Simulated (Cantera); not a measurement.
An adiabatic, constant-volume homogeneous reactor starts with CH4 : H2 : O2 : N2 = 1 : 0.69 : 1.02 : 8.36 (molar parts), equivalence ratio 2.3, at 1425 K and 760 Torr. Integrator tolerance rtol = 1e-08.

Computed with Cantera and GRI-Mech 3.0 (53 species, 325 reactions).

Task: What does this change do: O2 1.02 to 3 parts?

Result: 
```json
[
 {"quantity": "time of steepest temperature rise", "before": "0.834 ms", "after": "0.189 ms"},
 {"quantity": "temperature at 3.00 s", "before": "2276 K", "after": "2913 K"},
 {"quantity": "equilibrium temperature", "before": "2276 K", "after": "2913 K"},
 {"quantity": "x(CH4) at 3.00 s", "before": "7.64e-11 (gas-phase equilibrium 8.70e-11)", "after": "<1e-12 (gas-phase equilibrium <1e-12)"},
 {"quantity": "x(H2) at 3.00 s", "before": "0.143 (gas-phase equilibrium 0.143)", "after": "0.0165 (gas-phase equilibrium 0.0165)"},
 {"quantity": "x(O2) at 3.00 s", "before": "5.64e-7 (gas-phase equilibrium 5.64e-7)", "after": "0.0517 (gas-phase equilibrium 0.0517)"},
 {"quantity": "x(NO) at 3.00 s", "before": "2.30e-5 (gas-phase equilibrium 2.30e-5)", "after": "0.0189 (gas-phase equilibrium 0.0189)"},
 {"quantity": "x(HCN) at 3.00 s", "before": "1.62e-7 (gas-phase equilibrium 1.62e-7)", "after": "1.40e-9 (gas-phase equilibrium 1.40e-9)"}
]
```

Task: What does this change do: pressure from 760 Torr to 3750 Torr?

Result: 
```
quantity                                                              before                                    after
---------------------------------  -----------------------------------------  ---------------------------------------
time of steepest temperature rise                                   0.834 ms                                 0.253 ms
temperature at 3.00 s                                                 2276 K                                   2287 K
equilibrium temperature                                               2276 K                                   2287 K
x(CH4) at 3.00 s                   7.64e-11 (gas-phase equilibrium 8.70e-11)  1.80e-9 (gas-phase equilibrium 2.05e-9)
x(H2) at 3.00 s                          0.143 (gas-phase equilibrium 0.143)      0.144 (gas-phase equilibrium 0.144)
x(O2) at 3.00 s                      5.64e-7 (gas-phase equilibrium 5.64e-7)  1.29e-7 (gas-phase equilibrium 1.29e-7)
x(NO) at 3.00 s                      2.30e-5 (gas-phase equilibrium 2.30e-5)  1.12e-5 (gas-phase equilibrium 1.12e-5)
x(HCN) at 3.00 s                     1.62e-7 (gas-phase equilibrium 1.62e-7)  8.07e-7 (gas-phase equilibrium 8.07e-7)
```
